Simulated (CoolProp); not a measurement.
C3F8 (R218) along the isotherm 351.1 K: density (kg/m³) from the reference equation and from simpler models built on Tc = 345.0 K, pc = 2.640 MPa, ω = 0.317; each cubic takes its own stable root.

Values from CoolProp's reference Helmholtz-energy equation of state, Lemmon 2006. It is a short technical equation, of lower accuracy than the large ones.

| p (MPa) | phase | reference |
|---|---|---|
| 1.82 | gas | 160.8 |
| 3.64 | supercritical | 924.1 |
| 5.45 | supercritical | 1066 |
| 7.27 | supercritical | 1132 |
| 9.09 | supercritical | 1176 |
| 10.9 | supercritical | 1211 |
| 12.7 | supercritical | 1239 |
| 14.5 | supercritical | 1263 |
| 16.4 | supercritical | 1285 |
| 18.2 | supercritical | 1304 |
| 20 | supercritical | 1321 |

Question: How far does each simpler model (ideal gas, van der Waals, Redlich-Kwong, Soave-Redlich-Kwong, Peng-Robinson) lie from the reference over these 11 states: mean and median of the absolute difference, and the worst?

Answer: 
- ideal gas: mean 37.3 %, median 34.0 %, worst -74.6 % at 351.1 K and 3.64 MPa
- van der Waals: mean 22.4 %, median 24.0 %, worst -25.5 % at 351.1 K and 5.45 MPa
- Redlich-Kwong: mean 4.9 %, median 3.7 %, worst -13.5 % at 351.1 K and 3.64 MPa
- Soave-Redlich-Kwong: mean 5.5 %, median 4.2 %, worst -15.9 % at 351.1 K and 3.64 MPa
- Peng-Robinson: mean 5.8 %, median 6.5 %, worst +9.5 % at 351.1 K and 20 MPa
